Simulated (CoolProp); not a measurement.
Saturation properties of n-heptane.

The numbers come from the reference Helmholtz-energy equation of state, Span 2003 in CoolProp. It is a short technical equation, of lower accuracy than the large ones.

```
T (K)     p (kPa)  vapour density (kg/m³)  surface tension (mN/m)  vapour viscosity (µPa s)
-----  ----------  ----------------------  ----------------------  ------------------------
258.3      0.5718                 0.02671                    23.7                      5.12
266.2  (withheld)                 0.04438              (withheld)                (withheld)
274.1       1.614                 0.07113                    22.1                      5.41
281.9       2.558              (withheld)                    21.4                      5.56
289.8       3.958                  0.1655                    20.6                (withheld)
297.7       5.955              (withheld)                    19.8                      5.85
305.5  (withheld)                  0.3462                    19.0                      6.00
313.4  (withheld)                  0.4851                    18.2                      6.14
321.3       17.49                  0.6662                    17.5                      6.29
329.2       24.07                  0.8984                    16.7                      6.43
337         32.41                   1.187                    15.9                      6.58
```

Problem. Complete the blanks.

Solution. 
- 266.2, p (kPa): 0.9786
- 266.2, surface tension (mN/m): 22.9
- 266.2, vapour viscosity (µPa s): 5.27
- 281.9, vapour density (kg/m³): 0.1098
- 289.8, vapour viscosity (µPa s): 5.71
- 297.7, vapour density (kg/m³): 0.2428
- 305.5, p (kPa): 8.694
- 313.4, p (kPa): 12.46

It boils at 371.5 K under 1 atm.

Viscosity comes from a separate model (Michailidou 2014). Surface tension comes from a separate correlation (Mulero 2012).
